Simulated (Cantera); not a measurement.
## Equilibrium for sublimation and decomposition of ceramics: Si₃N₄ + C + H₂

Input: 1 mol Si₃N₄, 0.69 mol C, a varied amount of H₂, at 1252 °C and 45000 Pa.

Cantera equilibrium calculation (NASA polynomials, part measured and part estimated; ideal gas, pure solids and liquids). Candidate condensed phases: C, C₆H₆, C₇H₈, C₈H₁₈, Si, SiC, Si₃N₄; 105 gas species. Mutual solubility and eutectic melting of coexisting phases are not modelled. Equilibrium is a limit: real reactors are often held back by kinetics, nucleation or transport.

From 0.012 mol H₂ to 0.78 mol H₂ the condensed part is C(graphite) + SiC(s) + Si₃N₄(s). From 1.5 mol H₂ to 6.1 mol H₂ the condensed part is SiC(s) + Si₃N₄(s). The main Si-bearing gas is SiH₂ throughout.

```tsv
n(H₂) (mol)	log p H₂	log p N₂	log p CH₄	log p HCN	log p H	log p HNC	log p C₂H₂ (acetylene)	n C(graphite)	n SiC(s)	n Si₃N₄(s)
0.012	-0.47	-0.97	-3.57	-3.62	-4.86	-5.36	-5.38	0.684	0.00562	0.998
0.025	-0.47	-0.97	-3.57	-3.62	-4.86	-5.36	-5.38	0.678	0.0117	0.996
0.049	-0.47	-0.97	-3.57	-3.62	-4.86	-5.36	-5.38	0.667	0.0229	0.992
0.098	-0.47	-0.97	-3.57	-3.62	-4.86	-5.36	-5.38	0.644	0.0459	0.985
0.2	-0.47	-0.97	-3.57	-3.62	-4.86	-5.36	-5.38	0.596	0.0937	0.969
0.39	-0.47	-0.97	-3.57	-3.62	-4.86	-5.36	-5.38	0.507	0.183	0.939
0.78	-0.47	-0.97	-3.57	-3.62	-4.86	-5.36	-5.38	0.324	0.365	0.878
1.5	-0.46	-0.98	-3.57	-3.63	-4.86	-5.36	-5.39	0	0.688	0.771
3.1	-0.41	-1.24	-3.63	-3.90	-4.83	-5.64	-5.68	0	0.687	0.771
6.1	-0.38	-1.50	-3.75	-4.20	-4.82	-5.93	-6.01	0	0.686	0.771
```
log p: log10 of the partial pressure in bar; n: condensed amount in mol.
